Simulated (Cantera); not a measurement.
Charge: 1 mol (CH3)2SiCl2, 0.25 mol CH4, 1400 mol H2, 0.0058 mol C2H4, held at 1523.15 K and 13.3 mbar.

Cantera equilibrium calculation (NASA polynomials, part measured and part estimated; ideal gas, pure solids and liquids). Candidate condensed phases: C, C6H6, C7H8, C8H18, Si, SiC; 109 gas species. The feed counts by its element totals alone. Kinetics and transport are ignored.

Base state: H2 0.998, HCl 0.00142, H 0.000200, CH4 3.06e-5, C2H2 (acetylene) 1.18e-5 (mole fractions); condensed: C(graphite) + SiC(s).

### Question
What changes in the equilibrium state with this change: temperature from 1523.15 K to 2023 K?

### Answer
```csv
species,before,after
H2,0.998,0.981
H,0.000200,0.0163
HCl,0.00142,0.00139
C2H2 (acetylene),1.18e-5,0.000611
Si,1.08e-8,0.000305
SiH,3.64e-9,2.24e-5
Cl,2.29e-7,1.72e-5
CH4,3.06e-5,4.28e-6
"C(graphite), mol",1.19,0
"SiC(s), mol",1.000,0.481
```
